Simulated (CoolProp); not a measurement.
Vapour-liquid equilibrium of benzene (1) + n-dodecane (2) at 0.317 MPa; x and y are mole fractions of (1).

Model: multi-fluid Helmholtz-energy mixture model, Thol 2012 and Lemmon 2004; pair parameters Bell 2016, in CoolProp.

```tsv
x	bubble temperature (K)	y at the bubble point	dew temperature at overall composition x (K)	liquid density (mol/L)
0.05	528.6	0.259	541.1	3.361
0.125	504.9	0.568	…	3.682
0.2	483.0	0.757	532.3	4.015
0.275	464.6	0.861	527.6	4.355
0.35	…	0.917	522.5	4.704
0.425	438.5	0.947	517.0	5.071
0.5	429.3	0.965	511.0	5.463
0.575	421.9	0.977	504.2	5.893
0.65	…	0.984	496.5	6.371
0.725	410.4	0.990	487.5	6.912
0.8	405.8	0.993	476.3	7.534
0.875	401.6	0.996	461.4	8.258
0.95	397.8	0.999	437.3	9.116
```

Task: Complete the blanks.

Result: 
- 0.125, dew temperature at overall composition x (K): 536.8
- 0.35, bubble temperature (K): 450.0
- 0.65, bubble temperature (K): 415.7

No azeotrope shows between x = 0.05 and 0.95.

The pair parameters rest on a limited set of measurements; away from them the model extrapolates.
